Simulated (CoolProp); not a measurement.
Propane at 308.99 K and 0.119 MPa flows at 0.18 m/s in a round tube of 1 mm bore and 15 µm roughness, fully developed (64/Re and Nu = 3.66 if laminar; Colebrook and Gnielinski if turbulent). Each further row changes one setting.

Model: reference Helmholtz-energy equation of state, Lemmon 2009, in CoolProp.

| case | Reynolds number | Darcy friction factor | pressure drop (Pa/m) | heat-transfer coefficient (W/(m² K)) | mass flow (kg/h) |
|---|---|---|---|---|---|
| as stated | 44.3 | 1.44 | 48.6 | 71.5 | 0.00106 |
| velocity 0.36 m/s | 88.7 | 0.722 | 97.2 | 71.5 | 0.00211 |
| diameter 2 mm | 88.7 | 0.722 | 12.1 | 35.7 | 0.00423 |

Viscosity comes from a separate model (Vogel 1998). Thermal conductivity comes from a separate model (Marsh 2002).
